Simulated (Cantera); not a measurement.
Mixture: CH₄ : O₂ : N₂ = 1 : 3.39 : 12.7 (molar parts), at 3.75 atm, adiabatic and at constant volume. Ignition delay is the time to a rise of 400 K.

Cantera simulation using GRI-Mech 3.0 (53 species, 325 reactions); the numbers are that mechanism's predictions, not measurements.

Q: What does this change do: N2 12.7 to 28 parts?

A: 
```json
[
 {"quantity": "delay at 1173 K", "before": "14.0 ms", "after": "30.0 ms"},
 {"quantity": "delay at 1248 K", "before": "5.26 ms", "after": "11.4 ms"},
 {"quantity": "delay at 1323 K", "before": "2.11 ms", "after": "4.56 ms"},
 {"quantity": "delay at 1398 K", "before": "0.912 ms", "after": "1.93 ms"},
 {"quantity": "delay at 1473 K", "before": "0.421 ms", "after": "0.862 ms"},
 {"quantity": "delay at 1548 K", "before": "0.208 ms", "after": "0.407 ms"},
 {"quantity": "delay at 1623 K", "before": "0.110 ms", "after": "0.205 ms"},
 {"quantity": "apparent activation energy between 1473 and 1623 K", "before": "180 kJ/mol", "after": "190 kJ/mol"}
]
```

Q: What does this change do: pressure from 3.75 atm to 1.18 atm?

A: 
```
quantity                                                before       after
--------------------------------------------------  ----------  ----------
delay at 1173 K                                        14.0 ms     42.3 ms
delay at 1248 K                                        5.26 ms     14.7 ms
delay at 1323 K                                        2.11 ms     5.58 ms
delay at 1398 K                                       0.912 ms     2.31 ms
delay at 1473 K                                       0.421 ms     1.05 ms
delay at 1548 K                                       0.208 ms    0.524 ms
delay at 1623 K                                       0.110 ms    0.285 ms
apparent activation energy between 1473 and 1623 K  180 kJ/mol  170 kJ/mol
```
